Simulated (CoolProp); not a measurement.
Fluorine at several states: density (kg/m³) from the reference equation and from simpler models built on Tc = 144.4 K, pc = 52.40 bar, ω = 0.045; each cubic takes its own stable root.

Values from CoolProp's reference Helmholtz-energy equation of state, de Reuck 1990.

```tsv
T (K)	p (bar)	phase	reference
124	38.1	liquid	1183
215.1	60.7	supercritical	143.6
183.8	18.7	gas	49.28
67.1	2.6	liquid	1621
167.1	0.153	gas	0.4187
```

### Question
How far does each simpler model (Redlich-Kwong, Peng-Robinson) lie from the reference over these 5 states: mean and median of the absolute difference, and the worst?

### Answer
- Redlich-Kwong: mean 1.6 %, median 0.8 %, worst -5.2 % at 124 K and 38.1 bar
- Peng-Robinson: mean 4.8 %, median 2.2 %, worst +13.1 % at 67.1 K and 2.6 bar
